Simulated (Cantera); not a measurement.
A freely propagating, adiabatic, planar premixed flame of 5.81 % CH4, 16.9 % O2, 77.3 % N2, equivalence ratio 0.69, unburnt at 625 K and 1.00 bar; mixture-averaged transport, grid criteria slope 0.08 and curve 0.16, no radiation.

Model: GRI-Mech 3.0 (53 species, 325 reactions), integrated in Cantera. Burning velocities carry a grid error of a few per cent, more on coarse grids.

x: mole fraction of selected species; z is measured from the peak of heat release.

```json
[
 {"z (mm)": "-1.60", "T (K)": "626", "u (m/s)": "0.639", "x CH4": "0.0581", "x O2": "0.168", "x HCN": "<1e-8", "x NO": "<1e-8", "x CH2": "<1e-8", "x C2H6": "8.71e-8"},
 {"z (mm)": "-1.07", "T (K)": "630", "u (m/s)": "0.644", "x CH4": "0.0577", "x O2": "0.168", "x HCN": "<1e-8", "x NO": "<1e-8", "x CH2": "<1e-8", "x C2H6": "1.33e-6"},
 {"z (mm)": "-0.800", "T (K)": "642", "u (m/s)": "0.657", "x CH4": "0.0569", "x O2": "0.167", "x HCN": "<1e-8", "x NO": "<1e-8", "x CH2": "<1e-8", "x C2H6": "6.61e-6"},
 {"z (mm)": "-0.534", "T (K)": "699", "u (m/s)": "0.717", "x CH4": "0.0533", "x O2": "0.163", "x HCN": "<1e-8", "x NO": "5.41e-8", "x CH2": "<1e-8", "x C2H6": "4.74e-5"},
 {"z (mm)": "-0.267", "T (K)": "967", "u (m/s)": "0.999", "x CH4": "0.0375", "x O2": "0.140", "x HCN": "…", "x NO": "4.36e-7", "x CH2": "4.80e-8", "x C2H6": "0.000353"},
 {"z (mm)": "-0.133", "T (K)": "1250", "u (m/s)": "1.30", "x CH4": "0.0208", "x O2": "0.113", "x HCN": "…", "x NO": "9.77e-7", "x CH2": "1.84e-6", "x C2H6": "0.000414"},
 {"z (mm)": "0", "T (K)": "1535", "u (m/s)": "1.60", "x CH4": "0.00486", "x O2": "0.0817", "x HCN": "…", "x NO": "1.88e-6", "x CH2": "1.18e-5", "x C2H6": "4.44e-5"},
 {"z (mm)": "0.133", "T (K)": "1658", "u (m/s)": "1.72", "x CH4": "0.000324", "x O2": "0.0649", "x HCN": "…", "x NO": "2.99e-6", "x CH2": "2.22e-6", "x C2H6": "1.47e-7"},
 {"z (mm)": "0.267", "T (K)": "1706", "u (m/s)": "1.76", "x CH4": "1.28e-5", "x O2": "0.0594", "x HCN": "…", "x NO": "3.89e-6", "x CH2": "1.13e-7", "x C2H6": "<1e-8"},
 {"z (mm)": "0.534", "T (K)": "1766", "u (m/s)": "1.82", "x CH4": "2.38e-8", "x O2": "0.0558", "x HCN": "<1e-8", "x NO": "5.16e-6", "x CH2": "<1e-8", "x C2H6": "<1e-8"},
 {"z (mm)": "1.07", "T (K)": "1826", "u (m/s)": "1.87", "x CH4": "<1e-8", "x O2": "0.0537", "x HCN": "<1e-8", "x NO": "6.68e-6", "x CH2": "<1e-8", "x C2H6": "<1e-8"},
 {"z (mm)": "2.13", "T (K)": "1868", "u (m/s)": "1.91", "x CH4": "<1e-8", "x O2": "0.0528", "x HCN": "<1e-8", "x NO": "8.14e-6", "x CH2": "<1e-8", "x C2H6": "<1e-8"},
 {"z (mm)": "4.27", "T (K)": "1889", "u (m/s)": "1.93", "x CH4": "<1e-8", "x O2": "0.0525", "x HCN": "<1e-8", "x NO": "9.26e-6", "x CH2": "<1e-8", "x C2H6": "<1e-8"}
]
```

Task: What belongs in the gaps?

Result: 
- -0.267, x HCN: 5.57e-8
- -0.133, x HCN: 1.31e-7
- 0, x HCN: 2.44e-7
- 0.133, x HCN: 1.70e-7
- 0.267, x HCN: 5.66e-8
